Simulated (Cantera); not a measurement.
An adiabatic, constant-pressure homogeneous reactor starts with CO : H₂ : CH₄ : O₂ : N₂ = 1 : 0.051 : 0.068 : 0.727 : 7.27 (molar parts), at 1250 K and 5.00 bar. Integrator tolerance rtol = 1e-08.

Cantera simulation using GRI-Mech 3.0 (53 species, 325 reactions); the numbers are that mechanism's predictions, not measurements.

Q: What does this change do: initial temperature 1250 to 1675 K?

A: 
```
quantity                                                              before                                      after
---------------------------------  -----------------------------------------  -----------------------------------------
time of steepest temperature rise                                   0.231 ms                                    17.8 µs
temperature at 3.00 s                                                 2252 K                                     2533 K
equilibrium temperature                                               2252 K                                     2533 K
x(CO) at 3.00 s                      0.00497 (gas-phase equilibrium 0.00497)      0.0182 (gas-phase equilibrium 0.0182)
x(H₂) at 3.00 s                    0.000162 (gas-phase equilibrium 0.000162)  0.000544 (gas-phase equilibrium 0.000544)
x(CH₄) at 3.00 s                       <1e-12 (gas-phase equilibrium <1e-12)      <1e-12 (gas-phase equilibrium <1e-12)
x(CH₂CO) at 3.00 s                     <1e-12 (gas-phase equilibrium <1e-12)      <1e-12 (gas-phase equilibrium <1e-12)
x(O) at 3.00 s                     0.000154 (gas-phase equilibrium 0.000154)  0.000870 (gas-phase equilibrium 0.000870)
x(O₂) at 3.00 s                      0.00842 (gas-phase equilibrium 0.00842)      0.0129 (gas-phase equilibrium 0.0129)
x(NO) at 3.00 s                      0.00294 (gas-phase equilibrium 0.00294)    0.00623 (gas-phase equilibrium 0.00623)
```
